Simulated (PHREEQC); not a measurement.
A solution holds 7.1 mmol/kgw HNO3, 195 mmol/kgw FeCl3 and 51 mmol/kgw CuCl2, at 25 °C. Closed to the air; pH follows from the charge balance.

The numbers come from PHREEQC with the ion-association model, phreeqc.dat.

**Question.** The ionic strength comes out as 0.747 mol/kgw. What activity coefficients do Fe(OH)2+, FeOH+2, CuCl3-, Fe+3, Cl- get?

**Answer.** Fe(OH)2+ 0.67, FeOH+2 0.19, CuCl3- 0.62, Fe+3 0.077, Cl- 0.63.

No solid was allowed to form. Examples of supersaturated solids here: Hematite (slow to form), Goethite (slow to form). Others may be too. The ionic strength is past about 0.7 mol/kgw, beyond the range of this activity model, so the values are rough.
